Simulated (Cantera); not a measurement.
Feed: 1 mol MgCl2, 8.7 mol H2, 370 mol N2, held at 900 K and 1.00 bar.

Equilibrium computed with Cantera from the NASA thermochemical tables; the gas is ideal and each condensed phase is pure. Candidate condensed phases: Mg, MgCl2, NH4Cl; 18 gas species. Equilibrium is a limit: real reactors are often held back by kinetics, nucleation or transport.

Task: What is the equilibrium state?

Result: 
```
Item                                 Result
--------------------------------  ---------
x(N2)                                 0.977
x(H2)                                0.0230
x(MgCl2)                            8.62e-6
x(NH3)                              4.17e-6
n(MgCl2(s))                       0.997 mol
gas amount                        378.7 mol
log10 activity of Mg(s) (absent)      -4.76
```
